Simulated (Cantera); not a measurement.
Cantera run:

```python
import numpy as np
import cantera as ct

gas_names = [...]  # 105 gases of nasa_gas.yaml made of C, H, N, Si
cond_names = """
    C(gr) C6H6(L) C7H8(L) C8H18(L),n-octa Si(cr) Si(L) SiC(b) Si3N4(a)
""".split()


# ... load() reads the species with a 1 bar reference pressure and builds the phases ...
atoms = {
    'Si3N4': {'Si': 3, 'N': 4},
    'C': {'C': 1},
    'H2': {'H': 2},
}
top_T = {'C(gr)': 4500, 'SiC(b)': 3050, 'Si3N4(a)': 2400}  # K; cautious upper limits of use, not melting points


# ... equilibrate(T, P, feed) seeds the gas with the atoms and calls Mixture.equilibrate('TP', solver="vcs", rtol=1e-11, max_steps=5000) ...
results = []
feed = {'Si3N4': 1, 'C': 0.34, 'H2': 0.14}  # mol
T = 1550  # K
P = 1.4  # Pa
mix = equilibrate(T, P, feed)
results.append((T, P, feed, dict(zip(mix.species_names, mix.species_moles))))
print(gas.report(threshold=0.001))
for i in range(1, mix.n_phases):
    print(f"{mix.phase(i).name:16s} {mix.phase_moles(i):12.5e} mol")
```

It prints:

```
       temperature   1550 K
          pressure   1.4 Pa
           density   2.856e-06 kg/m^3
  mean mol. weight   26.291 kg/kmol
   phase of matter   gas

                          1 kg             1 kmol
                     ---------------   ---------------
          enthalpy         1.577e+06        4.1462e+07  J
   internal energy        1.0869e+06        2.8574e+07  J
           entropy             12698        3.3384e+05  J/K
    Gibbs function       -1.8105e+07       -4.7599e+08  J
 heat capacity c_p            1320.3             34710  J/K
 heat capacity c_v              1004             26396  J/K

                      mass frac. Y      mole frac. X     chem. pot. / RT
                     ---------------   ---------------   ---------------
                 H        8.1723e-05         0.0021315           -16.311
                H2         0.0049171          0.064123           -32.622
                N2           0.99238           0.93133           -37.361
                Si         0.0025348         0.0023729           -4.6671
     [ +101 minor]        8.8071e-05         4.298e-05

C(gr)             0.00000e+00 mol
Si(cr)            2.65478e+00 mol
SiC(b)            3.39982e-01 mol
Si3N4(a)          0.00000e+00 mol
```

Method: chemical equilibrium by Gibbs-energy minimisation in Cantera with the NASA 1993 tables (ideal gas, pure condensed phases). Mutual solubility and eutectic melting of coexisting phases are not modelled.
